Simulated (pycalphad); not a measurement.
All values are pycalphad results on the COST 507 light-alloy database (1999) (1 atm), not direct measurements. The database dates from 1999; later assessments differ in places, in temperatures and in the compounds included. Amounts are mole fractions of atoms.

### Question
Give the equilibrium state of Ti-0.3Hf-2.32B (at.%) at 1050 K.

### Answer
```
T = 1050.00 K, P = 101325 Pa, N = 1 mol of atoms
G = -51350 J/mol, H = 18357 J/mol, S = 66.39 J/(mol K)  (SER reference)
chemical potentials (J/mol): Ti -48134, Hf -109032, B -178883
phase             fraction      x(Ti)      x(Hf)       x(B)
HCP_A3              0.9561     0.9956     0.0031     0.0013
BM                  0.0439     0.4998   0.000196     0.5000
```

### Question
Give the equilibrium state of Ti-0.3Hf-2.32B (at.%) at 1550 K.

### Answer
```
T = 1550.00 K, P = 101325 Pa, N = 1 mol of atoms
G = -89179 J/mol, H = 37983 J/mol, S = 82.04 J/(mol K)  (SER reference)
chemical potentials (J/mol): Ti -86388, Hf -184871, B -193961
phase             fraction      x(Ti)      x(Hf)       x(B)
BCC_A2              0.9572     0.9950     0.0031     0.0019
BM                  0.0428     0.4998   0.000248     0.5000
```

Database names, with the compositions (at.%) that they take in these runs: BM: Ti 50 B 50. BCC_A2 is bcc; HCP_A3 is hcp.
